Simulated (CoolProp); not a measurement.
Vapour-liquid equilibrium of sulfur hexafluoride (1) + CH2F2 (R32) (2) at -7.45 °C; x and y are mole fractions of (1).

Model: multi-fluid Helmholtz-energy mixture model, Guder 2009 and Tillner-Roth 1997; pair parameters Bell 2016, in CoolProp.

### Question
Give the bubble pressure and the first vapour's composition at x = 0.2, 0.35, 0.95. Is there an azeotrope?

### Answer
x = 0.2: 1.217 MPa, y = 0.498; x = 0.35: 1.311 MPa, y = 0.554; x = 0.95: 1.131 MPa, y = 0.877. y crosses x between x = 0.5 and 0.65: the model has an azeotrope there.

The pair parameters rest on a limited set of measurements; away from them the model extrapolates. With so large a gap from Raoult's law the liquid may split in two, which this calculation doesn't test in full.
